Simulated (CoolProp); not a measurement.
Computed with CoolProp (reference Helmholtz-energy equation of state, McLinden 2015).

Question: For the fluoroketone C6F12O (FK-5-1-12), give the phase and the cp (kJ/(kg K)), speed of sound (m/s), isothermal compressibility (1/MPa), expansivity (1/kK) at 221.4 K and 0.508 MPa; 227 K and 0.508 MPa.

Answer: 
- 221.4 K and 0.508 MPa: liquid; cp 1.10, speed of sound 756, isothermal compressibility 0.00120, expansivity 1.47
- 227 K and 0.508 MPa: liquid; cp 1.10, speed of sound 738, isothermal compressibility 0.00127, expansivity 1.49
